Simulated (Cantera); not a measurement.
An isothermal, constant-pressure homogeneous reactor starts with C3H8 : H2 = 1 : 2.2 (molar parts), at 1750 K and 13300 Pa.

Computed with Cantera and GRI-Mech 3.0 (53 species, 325 reactions). GRI-Mech 3.0 was tuned for natural gas; its chemistry of propane as a main component is partial and can be far from experiment. GRI-Mech 3.0 stops at C3 and has no aromatics, soot or wall deposition, so with more carbon than oxygen in the feed, carbon stays in small species such as C2H2 where larger ones or solid carbon would form.

x: mole fraction; the columns are a selection and need not sum to one.

| t (s) | x C3H8 | x H2 | x CH4 | x C2H | x C2H2 | x C2H6 | x CH2 |
|---|---|---|---|---|---|---|---|
| 0.000100 | 9.68e-5 | 0.578 | 0.190 | 1.57e-6 | 0.0903 | 0.00260 | [?] |
| 0.000388 | 4.08e-7 | 0.605 | 0.180 | 7.72e-7 | 0.141 | 0.000293 | [?] |
| 0.00151 | 7.24e-8 | 0.627 | 0.168 | 6.17e-7 | 0.180 | 9.58e-5 | [?] |
| 0.00584 | 6.44e-8 | 0.647 | 0.146 | 8.13e-7 | 0.202 | 9.24e-5 | [?] |
| 0.0227 | 2.25e-8 | 0.684 | 0.0983 | 9.16e-7 | 0.215 | 4.53e-5 | [?] |
| 0.0879 | 2.08e-9 | 0.727 | 0.0405 | 1.09e-6 | 0.231 | 8.91e-6 | [?] |
| 0.341 | 8.58e-11 | 0.749 | 0.0114 | 1.22e-6 | 0.238 | 8.36e-7 | [?] |
| 1.32 | 1.52e-11 | 0.754 | 0.00418 | 1.25e-6 | 0.240 | 1.63e-7 | [?] |
| 5.14 | 1.26e-11 | 0.755 | 0.00362 | 1.25e-6 | 0.240 | 1.37e-7 | 4.31e-8 |
| 19.9 | 1.26e-11 | 0.755 | 0.00362 | 1.25e-6 | 0.240 | 1.37e-7 | 4.31e-8 |
| 77.3 | 1.26e-11 | 0.755 | 0.00362 | 1.25e-6 | 0.240 | 1.37e-7 | 4.31e-8 |
| 300 | 1.26e-11 | 0.755 | 0.00362 | 1.25e-6 | 0.240 | 1.37e-7 | 4.31e-8 |

Fill in the missing entries.


- 0.000100, x CH2: 9.24e-6
- 0.000388, x CH2: 1.52e-6
- 0.00151, x CH2: 6.43e-7
- 0.00584, x CH2: 7.57e-7
- 0.0227, x CH2: 6.01e-7
- 0.0879, x CH2: 3.40e-7
- 0.341, x CH2: 1.24e-7
- 1.32, x CH2: 4.93e-8
